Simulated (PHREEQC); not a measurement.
A solution holds 0.037 mol/kgw HF, 8.7e-05 mol/kgw H2SiF6, 5.5e-05 mol/kgw HBF4 and 0.00029 mol/kgw H2SO4, at 25 °C. It is in equilibrium with CO2 at log p = -2 (atm). Otherwise closed; pH follows from the charge balance.

Computed with PHREEQC (ion-association model, phreeqc.dat).

This is a speciation only: nothing precipitates in the calculation.

### Question
Estimate the pH, ionic strength.

### Answer
pH 2.28; ionic strength 0.00593 mol/kgw.

### Question
In which forms is S present?

### Answer
SO4-2 71 %, HSO4- 29 % of the S.

Species that the database lacks are ignored. SiF6-2 is the database's only silicon fluoride. Real BF4- forms and hydrolyses slowly; the run takes it at equilibrium.
